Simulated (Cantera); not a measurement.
A perfectly stirred reactor is fed with CH4 : C2H6 : O2 : N2 : H2O = 1 : 1.2 : 5.17 : 19.4 : 0.58 (molar parts), equivalence ratio 1.2, at 6830 Torr; it is adiabatic with a 550 K inlet, and is followed from long to short residence time, starting on the burning branch (τ in s: 0.093, 0.046, 0.022, 0.011, 0.0054, 0.0027, 0.0013, 0.00064, 0.00032, 0.00016, 7.6e-05, 3.7e-05, 1.8e-05).

Computed with Cantera and GRI-Mech 3.0 (53 species, 325 reactions).

Problem. Predict: blow-out, bracketed by the residence times tried; x(CH4) at τ = 93.0 ms; x(C2H6) at τ = 93.0 ms; x(O2) at τ = 93.0 ms; x(HCN) at τ = 93.0 ms; x(H2) at τ = 93.0 ms; x(CH4) at τ = 1.30 ms; x(C2H6) at τ = 1.30 ms; x(O2) at τ = 1.30 ms; x(HCN) at τ = 1.30 ms; x(H2) at τ = 1.30 ms.

Solution. 
```json
{
 "blow_out_bracketed_by_the_residence_times_tried": "burning at 37.0 µs, out at 18.0 µs",
 "x(CH4) at τ = 93.0 ms": "5.40e-6",
 "x(C2H6) at τ = 93.0 ms": "4.09e-8",
 "x(O2) at τ = 93.0 ms": "6.38e-5",
 "x(HCN) at τ = 93.0 ms": "6.97e-7",
 "x(H2) at τ = 93.0 ms": "0.0233",
 "x(CH4) at τ = 1.30 ms": "5.73e-5",
 "x(C2H6) at τ = 1.30 ms": "2.23e-6",
 "x(O2) at τ = 1.30 ms": "0.000794",
 "x(HCN) at τ = 1.30 ms": "1.34e-5",
 "x(H2) at τ = 1.30 ms": "0.0236"
}
```
